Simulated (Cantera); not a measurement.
An isothermal, constant-pressure homogeneous reactor starts with C2H6 : N2 = 1 : 3.6 (molar parts), at 1700 K and 0.00630 bar.

Model: GRI-Mech 3.0 (53 species, 325 reactions), integrated in Cantera. GRI-Mech 3.0 stops at C3 and has no aromatics, soot or wall deposition, so with more carbon than oxygen in the feed, carbon stays in small species such as C2H2 where larger ones or solid carbon would form. Radical loss at walls, strong at low pressure, is not modelled.

### Question
Predict: x(C2H6) at 3.00 s; x(H) at 3.00 s; x(CH2) at 3.00 s; x(C2H4) at 3.00 s; x(CH4) at 3.00 s; x(C2H2) at 3.00 s; x(HCN) at 3.00 s.

### Answer
```
Quantity                                             Result
-----------------  ----------------------------------------
x(C2H6) at 3.00 s  1.61e-7 (gas-phase equilibrium 3.60e-11)
x(H) at 3.00 s     0.000740 (gas-phase equilibrium 0.00103)
x(CH2) at 3.00 s    5.03e-7 (gas-phase equilibrium 9.68e-9)
x(C2H4) at 3.00 s   2.37e-5 (gas-phase equilibrium 8.36e-6)
x(CH4) at 3.00 s    0.00409 (gas-phase equilibrium 4.00e-5)
x(C2H2) at 3.00 s      0.150 (gas-phase equilibrium 0.0908)
x(HCN) at 3.00 s      7.63e-6 (gas-phase equilibrium 0.121)
```
